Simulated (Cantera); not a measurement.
A closed system holds: 1 mol V2O3, 2.2 mol H2, 2.4 mol H2O, at 2173 K and 0.133 bar.

Method: chemical equilibrium by Gibbs-energy minimisation in Cantera with the NASA 1993 tables (ideal gas, pure condensed phases). Candidate condensed phases: H2O, V, VO, V2O3, V2O4, V2O5; 12 gas species. Condensed phases not in the tables: the oxides between V2O3 and V2O5 other than VO2. The numbers say what is thermodynamically allowed, not how fast it happens.

**Question.** What is the equilibrium state?

**Answer.** 
| Item | Result |
|---|---|
| x(H2O) | 0.512 |
| x(H2) | 0.472 |
| x(H) | 0.00908 |
| x(VO2) | 0.00536 |
| x(OH) | 0.00132 |
| x(VO) | 3.54e-5 |
| x(O) | 1.78e-5 |
| x(O2) | 8.17e-6 |
| n(V2O3(s)) | 0.987 mol |
| gas amount | 4.649 mol |
| log10 activity of V(s) (absent) | -3.86 |
| log10 activity of V2O5(l) (absent) | -4.61 |
